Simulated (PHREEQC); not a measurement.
Solution (32 °C): 0.0005 mol/kgw CaSO4 and 0.031 mol/kgw CdCl2. Closed to the air; pH follows from the charge balance.

Equilibrium calculation in PHREEQC: ion-association model, wateq4f.dat.

Problem. The ionic strength comes out as 0.0517 mol/kgw. What activity coefficients do CdCl+, H+, Cl-, SO4-2, Cd+2 get?

Solution. CdCl+ 0.82, H+ 0.85, Cl- 0.81, SO4-2 0.45, Cd+2 0.45.

This is a speciation only: nothing precipitates in the calculation. Complexes and solids missing from the database can't appear.
